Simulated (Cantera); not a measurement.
A perfectly stirred reactor is fed with N2O : O2 = 1 : 0.61 (molar parts), at 20000 Pa; it is held at 1100 K, and followed from long to short residence time.

Cantera simulation using GRI-Mech 3.0 (53 species, 325 reactions); the numbers are that mechanism's predictions, not measurements. GRI-Mech 3.0 was tuned for natural gas; its chemistry of N2O as a main component is partial and can be far from experiment. The mechanism lacks the step 2 NO + O2 → 2 NO2, which can matter for NO2 below about 1400 K. The temperature is held fixed by assumption; the heat of reaction is taken as removed at once.

Q: What does this change do: pressure from 20000 Pa to 100000 Pa?

A: 
```json
[
 {"quantity": "x(N2O) at τ = 2.90 s", "before": "0.587", "after": "0.493"},
 {"quantity": "x(O2) at τ = 2.90 s", "before": "0.386", "after": "0.406"},
 {"quantity": "x(NO2) at τ = 2.90 s", "before": "4.65e-6", "after": "8.36e-5"},
 {"quantity": "x(N2) at τ = 2.90 s", "before": "0.0252", "after": "0.0948"},
 {"quantity": "x(NO) at τ = 2.90 s", "before": "0.00177", "after": "0.00617"},
 {"quantity": "x(N2O) at τ = 97.0 ms", "before": "0.620", "after": "0.615"},
 {"quantity": "x(O2) at τ = 97.0 ms", "before": "0.379", "after": "0.380"},
 {"quantity": "x(NO2) at τ = 97.0 ms", "before": "4.27e-8", "after": "2.40e-6"},
 {"quantity": "x(N2) at τ = 97.0 ms", "before": "0.000891", "after": "0.00420"},
 {"quantity": "x(NO) at τ = 97.0 ms", "before": "6.29e-5", "after": "0.000293"}
]
```

Q: What does this change do: temperature 1100 to 1325 K?

A: 
```
quantity                 before     after
---------------------  --------  --------
x(N2O) at τ = 2.90 s      0.587     0.135
x(O2) at τ = 2.90 s       0.386     0.467
x(NO2) at τ = 2.90 s    4.65e-6  0.000111
x(N2) at τ = 2.90 s      0.0252     0.344
x(NO) at τ = 2.90 s     0.00177    0.0536
x(N2O) at τ = 97.0 ms     0.620     0.549
x(O2) at τ = 97.0 ms      0.379     0.392
x(NO2) at τ = 97.0 ms   4.27e-8   1.55e-5
x(N2) at τ = 97.0 ms   0.000891    0.0507
x(NO) at τ = 97.0 ms    6.29e-5   0.00879
```
